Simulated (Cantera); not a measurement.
## Counterflow diffusion flame

A counterflow diffusion flame at 0.642 atm, nozzles 20 mm apart: fuel side CH4 : C2H6 : C3H8 : N2 = 1 : 0.042 : 0.1 : 0.28 (molar parts) at 525 K, oxidiser side O2 : N2 = 0.17 : 0.83 (molar parts) at 423 K, fuel mass flux 0.78 times the oxidiser's; mixture-averaged transport, no radiation.

Cantera simulation using GRI-Mech 3.0 (53 species, 325 reactions); the numbers are that mechanism's predictions, not measurements. GRI-Mech 3.0 has no aromatics or soot, which form on the fuel side of real flames. The maximum strain rate includes the flame's own expansion and is several times the mean. A flux with no burning solution from the previous one only brackets extinction.

| oxidiser flux (kg/m²/s) | max strain (1/s) | mean strain (1/s) | T max (K) | peak x OH | peak x H | peak x NO | peak x CO | peak x C2H2 |
|---|---|---|---|---|---|---|---|---|
| 0.16 | 147 | 35.2 | 1844 | 0.00416 | 0.00328 | 0.000105 | 0.0351 | 0.00939 |
| 0.23 | 205 | 50.7 | 1822 | 0.00398 | 0.00334 | 8.35e-5 | 0.0357 | 0.00826 |
| 0.33 | 285 | 72.7 | 1797 | 0.00373 | 0.00334 | 6.18e-5 | 0.0365 | 0.00701 |
| 0.46 | 387 | 101 | 1769 | 0.00342 | 0.00324 | 4.20e-5 | 0.0376 | 0.00570 |
| 0.65 | 529 | 143 | 1719 | 0.00282 | 0.00281 | 2.01e-5 | 0.0389 | 0.00376 |
x: mole fraction; the columns are a selection and need not sum to one.

At the next flux tried, 0.92 kg/m²/s, no burning solution was found from the previous one.
